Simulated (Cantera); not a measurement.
Charge: 1 mol CaO, 6.8 mol O₂, 0.6 mol N₂, held at 1725 K and 940000 Pa.

Method: chemical equilibrium by Gibbs-energy minimisation in Cantera with the NASA 1993 tables (ideal gas, pure condensed phases). Candidate condensed phases: Ca, CaO; 12 gas species. The numbers say what is thermodynamically allowed, not how fast it happens.

Base state: O₂ 0.918, N₂ 0.0800, NO 0.00212, NO₂ 4.04e-5, O 1.81e-5 (mole fractions); condensed: CaO(s).

Problem. What changes in the equilibrium state with this change: CaO replaced by MgCO₃?

Solution. 
```tsv
species	before	after
O₂	0.918	0.809
CO₂	0	0.119
N₂	0.0800	0.0705
NO₂	4.04e-5	3.34e-5
NO	0.00212	0.00187
O	1.81e-5	1.70e-5
CaO(s), mol	1.00	0
MgO(s), mol	0	1.00
```
Further candidate phases: C, Mg, MgCO₃, MgO.
